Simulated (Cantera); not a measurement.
An adiabatic, constant-pressure homogeneous reactor starts with CO : H₂ : O₂ : N₂ : CO₂ = 1 : 0.11 : 1.54 : 5.8 : 1.6 (molar parts), equivalence ratio 0.36, at 1600 K and 21000 Pa. Integrator tolerance rtol = 1e-08.

Cantera simulation using GRI-Mech 3.0 (53 species, 325 reactions); the numbers are that mechanism's predictions, not measurements.

```json
[
 {"quantity": "time of steepest temperature rise", "before": "0.192 ms", "after": "0.146 ms"},
 {"quantity": "temperature at 2.00 s", "before": "2230 K", "after": "2296 K"},
 {"quantity": "equilibrium temperature", "before": "2230 K", "after": "2296 K"},
 {"quantity": "x(CO) at 2.00 s", "before": "0.0130 (gas-phase equilibrium 0.0130)", "after": "0.0193 (gas-phase equilibrium 0.0193)"},
 {"quantity": "x(H₂) at 2.00 s", "before": "9.56e-5 (gas-phase equilibrium 9.55e-5)", "after": "0.000134 (gas-phase equilibrium 0.000134)"},
 {"quantity": "x(O₂) at 2.00 s", "before": "0.104 (gas-phase equilibrium 0.104)", "after": "0.105 (gas-phase equilibrium 0.105)"},
 {"quantity": "x(NO) at 2.00 s", "before": "0.00827 (gas-phase equilibrium 0.00832)", "after": "0.00962 (gas-phase equilibrium 0.00962)"},
 {"quantity": "x(H₂O) at 2.00 s", "before": "0.0102 (gas-phase equilibrium 0.0102)", "after": "0.00978 (gas-phase equilibrium 0.00978)"},
 {"quantity": "x(CO₂) at 2.00 s", "before": "0.259 (gas-phase equilibrium 0.259)", "after": "0.251 (gas-phase equilibrium 0.251)"}
]
```

Q: Which change was made?
A) initial temperature 1600 to 1725 K
B) CO2 1.6 to 2.2 parts
C) pressure from 21000 Pa to 280000 Pa
D) pressure from 21000 Pa to 101000 Pa

A: A, initial temperature 1600 to 1725 K
